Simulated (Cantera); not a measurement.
A Cantera script and what it prints.

```python
import numpy as np
import cantera as ct

gas_names = """
    H HNO HNO2 HNO3 HO2 H2 H2O H2O2 N NH NH2 NH3 NH2OH NO NO2 NO3 N2 N2H2 N2H4 N2O O OH O2 O3 Si SiH
    SiH2 SiH3 SiH4 SiN SiO SiO2 Si2 Si2N Si3
""".split()
cond_names = """
    H2O(s) H2O(L) Si(cr) Si(L) SiO2(Lqz) SiO2(hqz) SiO2(L) Si2N2O(s) Si3N4(a)
""".split()


# ... load() reads the species with a 1 bar reference pressure and builds the phases ...
atoms = {
    'Si': {'Si': 1},
    'H2O': {'H': 2, 'O': 1},
    'N2': {'N': 2},
}
top_T = {'Si2N2O(s)': 2100, 'Si3N4(a)': 2400}  # K; cautious upper limits of use, not melting points


# ... equilibrate(T, P, feed) seeds the gas with the atoms and calls Mixture.equilibrate('TP', solver="vcs", rtol=1e-11, max_steps=5000) ...
results = []
feed = {'Si': 1, 'H2O': 0.036, 'N2': 58}  # mol
P = 1.5  # Pa
for T in [1498, 1548, 1598, 1648, 1698, 1748, 1798, 1848, 1898, 1948, 1998, 2048]:
    mix = equilibrate(T, P, feed)
    results.append((T, P, feed, dict(zip(mix.species_names, mix.species_moles))))

top = {s: max(r[3][s] / sum(r[3][g] for g in gas_names) for r in results) for s in gas_names}
cols = sorted((s for s in top if top[s] > 1e-05), key=lambda s: -top[s])[:6]
seen = [c for c in cond_names if any(r[3].get(c, 0) > 1e-12 for r in results)]
print("log10 of partial pressures in bar; condensed amounts in mol")
print(f"{'T/K':>10s}" + "".join(f"{s[:9]:>10s}" for s in cols + seen))
for T, P, feed, n in results:
    ng = sum(n[g] for g in gas_names)
    print(f"{T:10.4g}" + "".join(f"{np.log10(max(n[s] / ng * P / 1e5, 1e-99)):10.3f}" for s in cols)
          + "".join(f"{n.get(c, 0):10.4g}" for c in seen))
```

Output:

```
log10 of partial pressures in bar; condensed amounts in mol
       T/K        N2        Si         H       SiO        H2      Si2N    Si(cr)
      1498    -4.825    -7.998    -8.800    -8.032    -8.071   -10.123    0.9242
      1548    -4.825    -7.498    -8.563    -8.033    -8.102    -9.687     0.838
      1598    -4.827    -7.029    -8.351    -8.034    -8.155    -9.280    0.5919
      1648    -4.832    -6.620    -8.170    -8.039    -8.240    -8.961         0
      1698    -4.832    -6.615    -8.020    -8.039    -8.361    -9.421         0
      1748    -4.832    -6.613    -7.907    -8.039    -8.532    -9.859         0
      1798    -4.832    -6.613    -7.831    -8.039    -8.755   -10.274         0
      1848    -4.832    -6.612    -7.786    -8.039    -9.021   -10.668         0
      1898    -4.832    -6.612    -7.762    -8.039    -9.310   -11.041         0
      1948    -4.832    -6.612    -7.750    -8.039    -9.606   -11.395         0
      1998    -4.832    -6.612    -7.744    -8.039    -9.899   -11.731         0
      2048    -4.832    -6.612    -7.741    -8.039   -10.182   -12.051         0
```

Method: chemical equilibrium by Gibbs-energy minimisation in Cantera with the NASA 1993 tables (ideal gas, pure condensed phases). The tables' values for SiN are old estimates; treat these amounts as uncertain.
